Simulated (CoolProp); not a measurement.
Vapour-liquid equilibrium of ethane (1) + n-perfluorobutane (2) at 7.85 °C; x and y are mole fractions of (1).

Computed with CoolProp (multi-fluid Helmholtz-energy mixture model, Bücker 2006 and Gao 2022; pair parameters Bell 2016).

```csv
x,"bubble pressure, mixture model (bar)","bubble pressure, Raoult's law (bar)","y, mixture model","y, Raoult's law"
0.05,3.279,2.844,0.541,0.505
0.2,8.684,6.930,0.824,0.829
0.35,13.13,11.02,0.884,0.913
0.5,16.49,15.10,0.910,0.951
0.65,19.40,19.19,0.930,0.973
0.8,22.67,23.28,0.952,0.987
0.95,26.98,27.36,0.985,0.997
```

The largest gap from Raoult's law is +25.3 % in bubble pressure, at x = 0.2. No azeotrope shows between x = 0.05 and 0.95.

Pair parameters are fitted to limited data, so mixtures are less certain than the pure fluids. The gap from Raoult's law changes sign with composition, which may be real or a fault of the pair parameters; it wasn't checked against measurements.
